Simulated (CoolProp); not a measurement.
Vapour-liquid equilibrium of R22 (1) + dimethyl ether (2) at 0.87 MPa; x and y are mole fractions of (1).

Computed with CoolProp (multi-fluid Helmholtz-energy mixture model, Kamei 1995 and Wu 2011; pair parameters Bell 2016).

| x | bubble temperature (K) | y at the bubble point | dew temperature at overall composition x (K) | liquid density (mol/L) |
|---|---|---|---|---|
| 0.05 | 312.6 | 0.043 | 312.7 | 13.86 |
| 0.125 | 313.1 | 0.115 | 313.1 | 13.89 |
| 0.2 | 313.3 | 0.195 | 313.3 | 13.92 |
| 0.275 | 313.3 | 0.285 | 313.3 | 13.94 |
| 0.35 | 312.9 | 0.382 | 313.0 | 13.97 |
| 0.425 | 312.0 | 0.484 | 312.5 | 14.00 |
| 0.5 | 310.6 | 0.587 | 311.8 | 14.03 |
| 0.575 | 308.6 | 0.686 | 310.7 | 14.07 |
| 0.65 | 306.0 | 0.777 | 309.4 | 14.11 |
| 0.725 | 303.0 | 0.853 | 307.6 | 14.15 |
| 0.8 | 299.8 | 0.914 | 305.2 | 14.17 |
| 0.875 | 296.5 | 0.958 | 302.0 | 14.17 |
| 0.95 | 293.4 | 0.987 | 297.1 | 14.12 |

y crosses x between x = 0.2 and 0.275: the model has an azeotrope there.

Pair parameters are fitted to limited data, so mixtures are less certain than the pure fluids.
